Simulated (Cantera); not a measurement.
Feed: 1 mol Si₂H₆, 1.1 mol HCl, 27 mol H₂, held at 133 Pa.

Equilibrium computed with Cantera from the NASA thermochemical tables; the gas is ideal and each condensed phase is pure. Candidate condensed phases: Si; 19 gas species. The feed counts by its element totals alone. The tables' values for SiCl₃ are old estimates; treat these amounts as uncertain. Equilibrium is a limit: real reactors are often held back by kinetics, nucleation or transport. All values below are at 1023 K.

Base state: H₂ 0.971, HCl 0.0256, SiCl₄ 0.00132, SiCl₂ 0.00120, SiHCl₃ 0.000425, SiCl₃ 0.000274, SiH₂Cl₂ 1.51e-5 (mole fractions); condensed: Si(s).

Task: What changes in the equilibrium state with this change: pressure from 133 Pa to 1200 Pa?

Result: 
```
species       before     after
----------  --------  --------
H₂             0.971     0.977
HCl           0.0256    0.0180
SiCl₄        0.00132   0.00286
SiH₂Cl₂      1.51e-5   6.70e-5
SiHCl₃      0.000425   0.00132
SiCl₂        0.00120  0.000588
SiCl₃       0.000274  0.000282
Si(s), mol      1.90      1.84
```
